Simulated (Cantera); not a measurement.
What does this Cantera script print?

```python
import numpy as np
import cantera as ct

gas = ct.Solution("h2o2.yaml")
gas.TPX = 625, 560000, {'H2': 1, 'O2': 0.294, 'N2': 1.11}
flame = ct.FreeFlame(gas, width=0.012)
flame.set_refine_criteria(ratio=3, slope=0.08, curve=0.16)
flame.transport_model = "mixture-averaged"
flame.solve(loglevel=0, auto=True)
z, T = flame.grid, flame.T
thick = (T[-1] - T[0]) / np.gradient(T, z).max()
show = ['H2', 'O2', 'HO2', 'H2O2', 'H', 'H2O']
print(f"laminar burning velocity  {flame.velocity[0] * 100:.3f} cm/s")
print(f"burnt temperature         {T[-1]:.1f} K")
print(f"thermal thickness         {thick * 1e3:.4f} mm")
print(f"grid points               {len(z)}")
z0 = z[flame.heat_release_rate.argmax()]
print(f"{'z/mm':>9s}{'T/K':>9s}{'u/(m/s)':>9s}" + "".join(f"{s:>11s}" for s in show))
rows = []
for k in (-3, -2, -1.5, -1, -0.5, -0.25, 0, 0.25, 0.5, 1, 2, 4, 8):
    zz = z0 + k * thick
    rows.append([k * thick, np.interp(zz, z, T), np.interp(zz, z, flame.velocity),
                 *(np.interp(zz, z, flame.X[gas.species_index(s)]) for s in show)])
    print(f"{rows[-1][0] * 1e3:9.3f}{rows[-1][1]:9.1f}{rows[-1][2]:9.3f}" + "".join(f"{x:11.3e}" for x in rows[-1][3:]))
```

Result:

```
laminar burning velocity  1004.098 cm/s
burnt temperature         2427.4 K
thermal thickness         0.0495 mm
grid points               114
     z/mm      T/K  u/(m/s)         H2         O2        HO2       H2O2          H        H2O
   -0.148    625.0   10.041  4.160e-01  1.223e-01  9.160e-12  4.854e-14  2.637e-15  2.936e-11
   -0.099    625.0   10.041  4.160e-01  1.223e-01  7.252e-10  3.756e-12  4.956e-13  1.713e-09
   -0.074    625.0   10.041  4.160e-01  1.223e-01  1.594e-08  8.518e-11  2.514e-11  2.980e-08
   -0.049    625.4   10.043  4.157e-01  1.224e-01  1.997e-06  1.214e-08  2.633e-08  2.535e-06
   -0.025    673.6   10.679  4.061e-01  1.228e-01  6.509e-04  1.336e-05  2.043e-04  1.988e-03
   -0.012    968.1   14.869  3.651e-01  1.142e-01  6.600e-04  4.901e-05  6.137e-03  2.967e-02
    0.000   1404.3   20.956  2.827e-01  7.879e-02  3.083e-04  1.374e-05  2.949e-02  1.077e-01
    0.012   1709.8   25.230  2.085e-01  3.351e-02  1.223e-04  3.322e-06  5.258e-02  1.939e-01
    0.025   1865.8   27.366  1.773e-01  1.162e-02  4.079e-05  1.899e-06  5.926e-02  2.358e-01
    0.049   2006.8   29.204  1.690e-01  2.395e-03  8.396e-06  1.001e-06  5.308e-02  2.556e-01
    0.099   2134.0   30.787  1.742e-01  8.440e-04  3.190e-06  5.409e-07  3.966e-02  2.625e-01
    0.198   2240.8   32.072  1.802e-01  4.158e-04  1.615e-06  3.043e-07  2.707e-02  2.676e-01
    0.396   2321.9   33.023  1.848e-01  1.770e-04  6.873e-07  1.627e-07  1.714e-02  2.719e-01
```

Cantera simulation using the H2/O2 subset of GRI-Mech 3.0, which has no nitrogen chemistry; the numbers are that mechanism's predictions, not measurements. The hydrogen kinetics of GRI-Mech 3.0 are dated; newer H2 mechanisms differ, most at raised pressure. Burning velocities carry a grid error of a few per cent, more on coarse grids.
